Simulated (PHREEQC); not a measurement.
# Polishing slurry liquid: an equilibrium model

Dissolve 0.0084 mol/kgw HNO3, 0.13 mol/kgw K2SO4 and 6.4e-05 mol/kgw H3BO3 at 25 °C. It is in equilibrium with CO2 at log p = -3.4 (atm). Otherwise closed; pH follows from the charge balance.

Model: ion-association model, phreeqc.dat, run in PHREEQC.

Precipitation was switched off in this run.

Q: Estimate the pH, density.

A: pH 2.70; density 1.015 g/cm³.

Q: In which forms is S present?

A: SO4-2 70 %, KSO4- 26 %, HSO4- 4.5 % of the S.
